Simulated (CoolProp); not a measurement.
The numbers come from the reference Helmholtz-energy equation of state, Lemmon 2006 in CoolProp. It is a short technical equation, of lower accuracy than the large ones.

Problem. For carbon monoxide, give the phase and the cp (kJ/(kg K)), cv (kJ/(kg K)) at 128.2 K and 0.101 MPa; 142.7 K and 0.101 MPa; 200.8 K and 0.101 MPa.

Solution. 
- 128.2 K and 0.101 MPa: gas; cp 1.06, cv 0.746
- 142.7 K and 0.101 MPa: gas; cp 1.05, cv 0.745
- 200.8 K and 0.101 MPa: gas; cp 1.04, cv 0.743
